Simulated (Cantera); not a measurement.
Charge: 1 mol MgCO3, 0.049 mol H2O, equilibrated at 0.00760 bar.

These are equilibrium values from Cantera (NASA tables, ideal gas, pure condensed phases), not measurements of a reactor. Candidate condensed phases: C, C6H6, C7H8, C8H18, H2O, Mg, MgCO3, MgO, Mg(OH)2; 116 gas species. Equilibrium is a limit: real reactors are often held back by kinetics, nucleation or transport.

Problem. At 1673 K, list the 4 most abundant gas species with their mole fractions, and the condensed phases.

Solution. CO2 0.941, H2O 0.0462, CO 0.00835, O2 0.00416. Condensed: MgO(s).
